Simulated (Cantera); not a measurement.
**Equilibrium for calcination and drying: MgSO₄ + H₂O**

Feed: 1 mol MgSO₄, 0.16 mol H₂O, at 0.100 bar.

These are equilibrium values from Cantera (NASA tables, ideal gas, pure condensed phases), not measurements of a reactor. Candidate condensed phases: H₂O, H₂SO₄, Mg, MgO, Mg(OH)₂, MgS, MgSO₄, S; 26 gas species. Mutual solubility and eutectic melting of coexisting phases are not modelled. Kinetics and transport are ignored.

| T (K) | x H₂O | x SO₂ | x O₂ | x SO₃ | x OH | x O | n MgSO₄(s) | n MgO(s) |
|---|---|---|---|---|---|---|---|---|
| 548 | 1.00 | <1e-12 | 2.30e-12 | <1e-12 | <1e-12 | <1e-12 | 1.00 | 0 |
| 623 | 1.00 | 1.11e-10 | 2.04e-11 | <1e-12 | <1e-12 | <1e-12 | 1.00 | 0 |
| 698 | 1.00 | 4.77e-9 | 2.49e-9 | 2.26e-11 | 1.46e-12 | <1e-12 | 1.00 | 0 |
| 773 | 1.000 | 3.40e-7 | 1.70e-7 | 2.56e-9 | 6.28e-11 | <1e-12 | 1.00 | 0 |
| 848 | 1.000 | 1.11e-5 | 5.55e-6 | 1.24e-7 | 1.40e-9 | <1e-12 | 1.000 | 0 |
| 923 | 1.000 | 0.000203 | 0.000102 | 3.12e-6 | 1.88e-8 | <1e-12 | 1.000 | 0 |
| 998 | 0.996 | 0.00237 | 0.00118 | 4.77e-5 | 1.70e-7 | 1.61e-11 | 1.000 | 0.000388 |
| 1073 | 0.970 | 0.0194 | 0.00968 | 0.000490 | 1.12e-6 | 3.87e-10 | 0.997 | 0.00327 |
| 1148 | 0.818 | 0.119 | 0.0595 | 0.00366 | 5.31e-6 | 6.12e-9 | 0.976 | 0.0240 |
| 1223 | 0.111 | 0.578 | 0.289 | 0.0211 | 8.26e-6 | 6.87e-8 | 0.138 | 0.862 |
| 1298 | 0.0970 | 0.594 | 0.297 | 0.0127 | 1.96e-5 | 2.94e-7 | 0 | 1.00 |
| 1373 | 0.0967 | 0.597 | 0.298 | 0.00784 | 4.47e-5 | 1.06e-6 | 0 | 1.00 |
x: gas mole fraction; n: condensed amount in mol.

From 548 K to 923 K the condensed part is MgSO₄(s). From 998 K to 1223 K the condensed part is MgO(s) + MgSO₄(s). From 1298 K to 1373 K the condensed part is MgO(s).
